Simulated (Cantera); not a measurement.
A perfectly stirred reactor is fed with CH4 : O2 : N2 : H2O = 1 : 1.43 : 5.37 : 0.44 (molar parts), at 2330 Torr; it is adiabatic with a 675 K inlet, and is followed from long to short residence time, starting on the burning branch (τ in s: 0.081, 0.034, 0.015, 0.0062, 0.0026, 0.0011, 0.00047, 0.0002, 8.5e-05, 3.6e-05, 1.5e-05, 6.5e-06).

Computed with Cantera and GRI-Mech 3.0 (53 species, 325 reactions).

One state of this run: T (K) = 2165; x CH4 = 0.000152; x O2 = 0.000102; x H2O = 0.215; x H2 = 0.0611; x CH2 = 7.10e-7; x NO2 = 1.85e-9; x NO = 0.000159. x: mole fraction; the columns are a selection and need not sum to one.

**Question.** Which value of τ (s) does it belong to?
(A) 0.0026
(B) 8.5e-5
(C) 0.034
(D) 0.015

**Answer.** C, 0.034
